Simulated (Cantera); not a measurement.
A freely propagating, adiabatic, planar premixed flame of CH4 : O2 : N2 : H2O = 1 : 1.54 : 4.31 : 0.16 (molar parts), equivalence ratio 1.3, unburnt at 525 K and 0.280 bar; mixture-averaged transport, grid criteria slope 0.08 and curve 0.16, no radiation.

Model: GRI-Mech 3.0 (53 species, 325 reactions), integrated in Cantera. Burning velocities carry a grid error of a few per cent, more on coarse grids.

Task: Predict: laminar burning velocity; thermal thickness; peak x(C2H).

Result: 
| Property | Value |
|---|---|
| laminar burning velocity | 147 cm/s |
| thermal thickness | 0.943 mm |
| peak x(C2H) | 3.60e-6 |
